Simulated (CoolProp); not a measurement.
Carbon monoxide along the isotherm -79.65 °C: fugacity coefficient from the reference equation and from simpler models built on Tc = -140.3 °C, pc = 3.498 MPa, ω = 0.050; each cubic takes its own stable root.

Computed with CoolProp (reference Helmholtz-energy equation of state, Lemmon 2006). It is a short technical equation, of lower accuracy than the large ones.

| p (MPa) | phase | reference | van der Waals | Redlich-Kwong | Soave-Redlich-Kwong | Peng-Robinson |
|---|---|---|---|---|---|---|
| 2.5 | gas | 0.9301 | 0.9212 | 0.9267 | 0.9332 | 0.9171 |
| 5 | supercritical | 0.8672 | 0.8468 | 0.8609 | 0.8736 | 0.8452 |
| 7.5 | supercritical | 0.8119 | 0.7793 | 0.8038 | 0.8222 | 0.7848 |
| 9.99 | supercritical | 0.7654 | 0.7231 | 0.7565 | 0.7798 | 0.7357 |
| 12.5 | supercritical | 0.7277 | 0.6810 | 0.7190 | 0.7462 | 0.6968 |
| 15 | supercritical | 0.6990 | 0.6526 | 0.6908 | 0.7211 | 0.6671 |
| 17.5 | supercritical | 0.6781 | 0.6347 | 0.6704 | 0.7030 | 0.6448 |
| 20 | supercritical | 0.6637 | 0.6247 | 0.6562 | 0.6907 | 0.6283 |
| 22.5 | supercritical | 0.6545 | 0.6209 | 0.6469 | 0.6832 | 0.6166 |
| 25 | supercritical | 0.6496 | 0.6219 | 0.6417 | 0.6795 | 0.6086 |
| 27.5 | supercritical | 0.6483 | 0.6269 | 0.6398 | 0.6791 | 0.6037 |
| 30 | supercritical | 0.6500 | 0.6354 | 0.6407 | 0.6814 | 0.6014 |
| 32.5 | supercritical | 0.6542 | 0.6468 | 0.6439 | 0.6862 | 0.6013 |
| 35 | supercritical | 0.6607 | 0.6611 | 0.6492 | 0.6930 | 0.6031 |
